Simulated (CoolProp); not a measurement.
Values from CoolProp's reference Helmholtz-energy equation of state, McLinden 2015.

Task: For the fluoroketone C6F12O (FK-5-1-12), give the phase and the Joule-Thomson coefficient (K/MPa), isothermal compressibility (1/MPa), fugacity coefficient at 489.6 K and 0.861 MPa; 500 K and 0.861 MPa.

Result: 
- 489.6 K and 0.861 MPa: gas; Joule-Thomson coefficient 6.86, isothermal compressibility 1.32, fugacity coefficient 0.894
- 500 K and 0.861 MPa: gas; Joule-Thomson coefficient 6.33, isothermal compressibility 1.30, fugacity coefficient 0.902
